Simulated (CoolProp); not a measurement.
A single-stage vapour-compression cycle with R143a: evaporating at 241.15 K (dew point), condensing at 292.15 K (bubble point), superheat 8 K, subcooling 8 K, compressor efficiency 0.7, no pressure losses. Each further row changes one setting.

Computed with CoolProp (reference Helmholtz-energy equation of state, Lemmon and Jacobsen 2000).

```json
[
 {"case": "as stated", "cooling COP": "2.72", "pressure ratio": "5.43", "discharge temperature (K)": "325.5", "refrigerating effect (kJ/kg)": "160", "volumetric capacity (kJ/m³)": "1380"},
 {"case": "evaporating temperature 246.15 K", "cooling COP": "[?]", "pressure ratio": "4.45", "discharge temperature (K)": "[?]", "refrigerating effect (kJ/kg)": "164", "volumetric capacity (kJ/m³)": "1700"},
 {"case": "condensing temperature 287.15 K", "cooling COP": "3.11", "pressure ratio": "[?]", "discharge temperature (K)": "[?]", "refrigerating effect (kJ/kg)": "168", "volumetric capacity (kJ/m³)": "1450"},
 {"case": "subcooling 13 K", "cooling COP": "2.85", "pressure ratio": "5.43", "discharge temperature (K)": "325.5", "refrigerating effect (kJ/kg)": "168", "volumetric capacity (kJ/m³)": "1450"},
 {"case": "superheat 18 K", "cooling COP": "2.73", "pressure ratio": "5.43", "discharge temperature (K)": "[?]", "refrigerating effect (kJ/kg)": "[?]", "volumetric capacity (kJ/m³)": "[?]"},
 {"case": "compressor efficiency 0.6", "cooling COP": "2.33", "pressure ratio": "5.43", "discharge temperature (K)": "334.1", "refrigerating effect (kJ/kg)": "160", "volumetric capacity (kJ/m³)": "1380"}
]
```

Q: Fill in the missing entries.

A: 
- evaporating temperature 246.15 K, cooling COP: 3.15
- evaporating temperature 246.15 K, discharge temperature (K): 322.2
- condensing temperature 287.15 K, pressure ratio: 4.73
- condensing temperature 287.15 K, discharge temperature (K): 319.0
- superheat 18 K, discharge temperature (K): 336.3
- superheat 18 K, refrigerating effect (kJ/kg): 169
- superheat 18 K, volumetric capacity (kJ/m³): 1390
